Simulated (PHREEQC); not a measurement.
**Brine: an equilibrium model**

A solution holds 1.7 mol MgCl2, 0.0084 mol K2SO4 and 0.15 mol NaCl per kg of water, at 40 °C. Closed to the air; pH follows from the charge balance.

The numbers come from PHREEQC with the Pitzer model, pitzer.dat.

```
Item                       Result
-------------------  ------------
ionic strength       5.28 mol/kgw
activity of water           0.875
density               1.117 g/cm³
osmotic coefficient         1.369
```

```json
[
 {"species": "Cl-", "molality": "3.55", "activity": "2.18", "log γ": "-0.212"},
 {"species": "Mg+2", "molality": "1.70", "activity": "2.37", "log γ": "0.144"},
 {"species": "Na+", "molality": "0.150", "activity": "0.226", "log γ": "0.177"},
 {"species": "K+", "molality": "0.0168", "activity": "0.0144", "log γ": "-0.065"},
 {"species": "SO4-2", "molality": "0.00840", "activity": "6.18e-5", "log γ": "-2.133"},
 {"species": "MgOH+", "molality": "1.91e-6", "activity": "1.83e-6", "log γ": "-0.018"},
 {"species": "H+", "molality": "1.90e-6", "activity": "6.11e-6", "log γ": "0.507"},
 {"species": "HSO4-", "molality": "6.19e-8", "activity": "5.52e-8", "log γ": "-0.050"},
 {"species": "OH-", "molality": "5.36e-8", "activity": "4.19e-9", "log γ": "-1.107"}
]
```

This is a speciation only: nothing precipitates in the calculation. Constants without temperature data keep their 25 °C values here.
